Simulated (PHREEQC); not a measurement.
Synthetic water in mg/L, 25 °C, pH 1.81, pe 12.4: Na 486; K 127; Ca 191; Mg 285; Cl 597; S(6) as SO4 3420; Zn 63.9; O(0) (dissolved oxygen) 8.32; Mn(2) 23; Pb 33; N(5) as NO3 80.4.

Valence states are taken as typed.

The numbers come from PHREEQC with the ion-association model, wateq4f.dat.

Task: The ionic strength comes out as 0.0923 mol/kgw. What activity coefficients do KSO4-, Pb+2, MnCl+, K+, PbCl+ get?

Result: KSO4- 0.79, Pb+2 0.38, MnCl+ 0.79, K+ 0.77, PbCl+ 0.79.

No solid was allowed to form. Saturation is exceeded, for instance for Anglesite; the values hold only as long as no solid forms.
